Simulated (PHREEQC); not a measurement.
Brine: speciation

A solution holds 1.6 mol H2SO4, 0.059 mol CaCl2 and 0.1 mol MgCl2 per kg of water, at 80 °C. Closed to the air; pH follows from the charge balance.

Equilibrium calculation in PHREEQC: ion-association model with the Davies equation for every ion, phreeqc.dat.

Precipitation was switched off in this run.

Problem. Predict the pH, ionic strength.

Solution. pH -0.21; ionic strength 1.87 mol/kgw.

Problem. In which forms is S present?

Solution. HSO4- 93 %, CaHSO4+ 3.4 %, MgSO4 3.2 % of the S.

Caution: at this ionic strength the ion-association model is outside its range; a Pitzer model would be the better tool where its parameters exist. Away from 25 °C the constants follow the database's enthalpies or fits; those with neither stay at their 25 °C values.
